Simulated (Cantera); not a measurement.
Input: 1 mol Cu2O, 4.5 mol H2, equilibrated at 2048.15 K and 10000 Pa.

Method: chemical equilibrium by Gibbs-energy minimisation in Cantera with the NASA 1993 tables (ideal gas, pure condensed phases). Candidate condensed phases: Cu, CuO, Cu(OH)2, Cu2O, H2O; 12 gas species. Kinetics and transport are ignored.

Task: What is the equilibrium state?

Result: 
| Property | Result |
|---|---|
| x(H2) | 0.720 |
| x(H2O) | 0.206 |
| x(Cu) | 0.0666 |
| x(H) | 0.00602 |
| x(Cu2) | 0.000323 |
| x(OH) | 0.000188 |
| x(O) | 1.13e-6 |
| n(Cu(l)) | 1.67 mol |
| gas amount | 4.839 mol |
